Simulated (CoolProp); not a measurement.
A Linde-Hampson liquefier for carbon monoxide: isothermal reversible compression at 290 K from 1 atm to 5 MPa, throttling to 1 atm, return gas leaving the recuperator 5 K below the feed. Each further row changes one setting.

Model: reference Helmholtz-energy equation of state, Lemmon 2006, in CoolProp. It is a short technical equation, of lower accuracy than the large ones.

| case | liquid yield per pass | compression work (kJ/kg of gas) |
|---|---|---|
| as stated | [?] | 334 |
| high pressure 10 MPa | [?] | 393 |
| warm-end temperature 320 K | 0.011 | [?] |
| warm-end gap 10 K | 0.006 | 334 |

### Question
Some entries are withheld; supply them.

### Answer

- as stated, liquid yield per pass: 0.018
- high pressure 10 MPa, liquid yield per pass: 0.045
- warm-end temperature 320 K, compression work (kJ/kg of gas): 370
